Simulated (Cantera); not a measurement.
# Boron, boron nitride and boron oxide: BF3 + H2 + O2

A closed system holds: 1 mol BF3, 3.5 mol H2, 0.41 mol O2, held at 825 K and 25.5 Torr.

Cantera equilibrium calculation (NASA polynomials, part measured and part estimated; ideal gas, pure solids and liquids). Candidate condensed phases: B, B2O3, B3O3H3, H2O; 43 gas species. Gases not in the tables: H3BO3. Kinetics and transport are ignored.

- x(H2): 0.587
- x(BF3): 0.176
- x(H2O): 0.134
- x(HF): 0.0888
- x(B3O3F3): 0.0131
- x((HBO2)3): 0.000707
- x(BOF): 2.07e-6
- n(B2O3(l)): 0.00290 mol
- gas amount: 4.566 mol
- log10 activity of B(s) (absent): -13.31
- log10 activity of B3O3H3(s) (absent): -21.57
